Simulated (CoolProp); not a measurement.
R227EA at 291.3 K and 0.0783 MPa is throttled through a valve to 0.0485 MPa with no heat exchange. Each further row changes one setting.

The numbers come from the reference Helmholtz-energy equation of state, Lemmon 2016 in CoolProp.

| case | temperature change (K) | final density (kg/m³) |
|---|---|---|
| as stated | -0.6 | 3.46 |
| outlet pressure 0.0146 MPa | -1.2 | 1.03 |
| outlet pressure 0.0631 MPa | -0.3 | 4.52 |
